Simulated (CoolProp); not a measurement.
A single-stage vapour-compression cycle with chloromethane (R40): evaporating at 302.15 K (dew point), condensing at 353.15 K (bubble point), superheat 5 K, subcooling 5 K, compressor efficiency 0.8, no pressure losses. Each further row changes one setting.

Model: reference Helmholtz-energy equation of state, Thol 2014, in CoolProp.

```json
[
 {"case": "as stated", "cooling COP": "?", "pressure ratio": "3.40", "discharge temperature (K)": "406.3", "refrigerating effect (kJ/kg)": "295", "volumetric capacity (kJ/m³)": "4240"},
 {"case": "evaporating temperature 307.15 K", "cooling COP": "4.44", "pressure ratio": "2.96", "discharge temperature (K)": "400.3", "refrigerating effect (kJ/kg)": "?", "volumetric capacity (kJ/m³)": "4880"},
 {"case": "condensing temperature 348.15 K", "cooling COP": "4.40", "pressure ratio": "?", "discharge temperature (K)": "397.3", "refrigerating effect (kJ/kg)": "304", "volumetric capacity (kJ/m³)": "4370"},
 {"case": "subcooling 10 K", "cooling COP": "3.99", "pressure ratio": "3.40", "discharge temperature (K)": "406.3", "refrigerating effect (kJ/kg)": "304", "volumetric capacity (kJ/m³)": "4370"},
 {"case": "superheat 15 K", "cooling COP": "?", "pressure ratio": "3.40", "discharge temperature (K)": "?", "refrigerating effect (kJ/kg)": "?", "volumetric capacity (kJ/m³)": "4190"},
 {"case": "compressor efficiency 0.7", "cooling COP": "?", "pressure ratio": "3.40", "discharge temperature (K)": "?", "refrigerating effect (kJ/kg)": "295", "volumetric capacity (kJ/m³)": "4240"}
]
```

**Question.** Some entries are withheld; supply them.

**Answer.** 
- as stated, cooling COP: 3.87
- evaporating temperature 307.15 K, refrigerating effect (kJ/kg): 297
- condensing temperature 348.15 K, pressure ratio: 3.06
- superheat 15 K, cooling COP: 3.83
- superheat 15 K, discharge temperature (K): 418.2
- superheat 15 K, refrigerating effect (kJ/kg): 306
- compressor efficiency 0.7, cooling COP: 3.39
- compressor efficiency 0.7, discharge temperature (K): 415.5
